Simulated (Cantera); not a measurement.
A Cantera script and what it prints.

```python
import numpy as np
import cantera as ct

gas_names = """
    H HNO HNO2 HNO3 HO2 H2 H2O H2O2 N NH NH2 NH3 NH2OH NO NO2 NO3 N2 N2H2 N2H4 N2O O OH O2 O3
""".split()
cond_names = """
    H2O(s) H2O(L)
""".split()


def load(file, names, dense=False):
    # The tables refer to 1 bar. Condensed volumes are neglected.
    table = {s.name: s for s in ct.Species.list_from_file(file)}
    out = []
    for n in names:
        d = dict(table[n].input_data)
        d["thermo"] = dict(d["thermo"], **{"reference-pressure": 1e5})
        if dense:
            d["equation-of-state"] = {"model": "constant-volume", "density": "1e6 g/cm^3"}
        out.append(ct.Species.from_dict(d))
    return out


gas = ct.Solution(thermo="ideal-gas", species=load("nasa_gas.yaml", gas_names))
cond = {s.name: ct.Solution(thermo="fixed-stoichiometry", species=[s], name=s.name)
        for s in load("nasa_condensed.yaml", cond_names, dense=True)}
atoms = {
    'NH3': {'N': 1, 'H': 3},
    'O2': {'O': 2},
    'H2': {'H': 2},
}
top_T = {}  # K; cautious upper limits of use, not melting points


def equilibrate(T, P, feed):
    n = {}
    for name, mol in feed.items():
        for a, k in atoms[name].items():
            n[a] = n.get(a, 0.0) + k * mol
    gas.TPX = T, P, n
    mass = sum(n.values()) * gas.mean_molecular_weight
    gas.equilibrate("TP")
    valid = [c for c in cond.values() if c.min_temp <= T <= top_T.get(c.name, c.max_temp)]
    mix = ct.Mixture([(gas, mass / gas.mean_molecular_weight)] + [(c, 0.0) for c in valid])
    mix.T, mix.P = T, P
    mix.equilibrate("TP", solver="vcs", rtol=1e-11, max_steps=5000)
    return mix


results = []
feed = {'NH3': 1, 'O2': 0.38, 'H2': 0.18}  # mol
T = 2075  # K
P = 94  # Pa
mix = equilibrate(T, P, feed)
results.append((T, P, feed, dict(zip(mix.species_names, mix.species_moles))))
print(gas.report(threshold=0.001))
for i in range(1, mix.n_phases):
    print(f"{mix.phase(i).name:16s} {mix.phase_moles(i):12.5e} mol")
```

Output:

```
       temperature   2075 K
          pressure   94 Pa
           density   7.1614e-05 kg/m^3
  mean mol. weight   13.144 kg/kmol
   phase of matter   gas

                          1 kg             1 kmol
                     ---------------   ---------------
          enthalpy       -4.3487e+05       -5.7159e+06  J
   internal energy       -1.7475e+06       -2.2968e+07  J
           entropy             22545        2.9632e+05  J/K
    Gibbs function       -4.7215e+07       -6.2059e+08  J
 heat capacity c_p            3041.2             39973  J/K
 heat capacity c_v            2408.6             31658  J/K

                      mass frac. Y      mole frac. X     chem. pot. / RT
                     ---------------   ---------------   ---------------
                 H         0.0041389           0.05397            -13.76
                H2           0.05919           0.38591            -27.52
               H2O           0.45456           0.33165           -49.724
                N2            0.4738            0.2223           -35.539
                OH         0.0068493         0.0052935           -35.964
     [  +19 minor]         0.0014666        0.00087738
```

Equilibrium computed with Cantera from the NASA thermochemical tables; the gas is ideal and each condensed phase is pure.
